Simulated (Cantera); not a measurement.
A perfectly stirred reactor is fed with N2O : H2O = 1 : 0.017 (molar parts), at 750 Torr; it is held at 1300 K, and followed from long to short residence time.

Detailed kinetics in Cantera: GRI-Mech 3.0 (53 species, 325 reactions). GRI-Mech 3.0 was tuned for natural gas; its chemistry of N2O as a main component is partial and can be far from experiment. The mechanism lacks the step 2 NO + O2 → 2 NO2, which can matter for NO2 below about 1400 K. The temperature is held fixed by assumption; the heat of reaction is taken as removed at once.

**Question.** What does this change do: N2O 1 to 0.22 parts?

**Answer.** 
| quantity | before | after |
|---|---|---|
| x(N2O) at τ = 18.0 s | 0.0169 | 0.0139 |
| x(H2O) at τ = 18.0 s | 0.0113 | 0.0493 |
| x(NO) at τ = 18.0 s | 0.0258 | 0.0208 |
| x(H) at τ = 18.0 s | 1.39e-9 | 2.84e-9 |
| x(H2) at τ = 18.0 s | 1.52e-8 | 6.54e-8 |
| x(N2O) at τ = 0.160 s | 0.550 | 0.483 |
| x(H2O) at τ = 0.160 s | 0.0143 | 0.0608 |
| x(NO) at τ = 0.160 s | 0.0341 | 0.0312 |
| x(H) at τ = 0.160 s | 7.66e-9 | 1.59e-8 |
| x(H2) at τ = 0.160 s | 4.62e-8 | 1.95e-7 |

**Question.** What does this change do: pressure from 750 Torr to 6.45 Torr?

**Answer.** 
```
quantity                before     after
---------------------  -------  --------
x(N2O) at τ = 18.0 s    0.0169     0.524
x(H2O) at τ = 18.0 s    0.0113    0.0141
x(NO) at τ = 18.0 s     0.0258    0.0400
x(H) at τ = 18.0 s     1.39e-9   1.37e-8
x(H2) at τ = 18.0 s    1.52e-8   7.11e-8
x(N2O) at τ = 0.160 s    0.550     0.976
x(H2O) at τ = 0.160 s   0.0143    0.0167
x(NO) at τ = 0.160 s    0.0341  0.000669
x(H) at τ = 0.160 s    7.66e-9   7.68e-9
x(H2) at τ = 0.160 s   4.62e-8   8.93e-8
```
Radical loss at walls, strong at low pressure, is not modelled.

**Question.** What does this change do: pressure from 750 Torr to 15.8 Torr?

**Answer.** 
```tsv
quantity	before	after
x(N2O) at τ = 18.0 s	0.0169	0.316
x(H2O) at τ = 18.0 s	0.0113	0.0130
x(NO) at τ = 18.0 s	0.0258	0.0580
x(H) at τ = 18.0 s	1.39e-9	1.69e-8
x(H2) at τ = 18.0 s	1.52e-8	8.28e-8
x(N2O) at τ = 0.160 s	0.550	0.965
x(H2O) at τ = 0.160 s	0.0143	0.0166
x(NO) at τ = 0.160 s	0.0341	0.00158
x(H) at τ = 0.160 s	7.66e-9	8.81e-9
x(H2) at τ = 0.160 s	4.62e-8	9.08e-8
```
Radical loss at walls, strong at low pressure, is not modelled.
